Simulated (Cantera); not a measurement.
Mixture: CH3OH : O2 : N2 = 1 : 1.7 : 6.41 (molar parts), equivalence ratio 0.88, at 101000 Pa, adiabatic and at constant volume. Ignition delay is the time to a rise of 400 K.

Detailed kinetics in Cantera: GRI-Mech 3.0 (53 species, 325 reactions). GRI-Mech 3.0 was tuned for natural gas; its chemistry of methanol as a main component is partial and can be far from experiment.

### Question
Predict: delay at 1175 K; delay at 1225 K; delay at 1275 K; delay at 1325 K; delay at 1375 K; delay at 1425 K; delay at 1475 K; apparent activation energy between 1375 and 1475 K.

### Answer
```
Quantity                                                Result
--------------------------------------------------  ----------
delay at 1175 K                                        14.4 ms
delay at 1225 K                                        6.32 ms
delay at 1275 K                                        2.97 ms
delay at 1325 K                                        1.49 ms
delay at 1375 K                                       0.796 ms
delay at 1425 K                                       0.449 ms
delay at 1475 K                                       0.266 ms
apparent activation energy between 1375 and 1475 K  180 kJ/mol
```
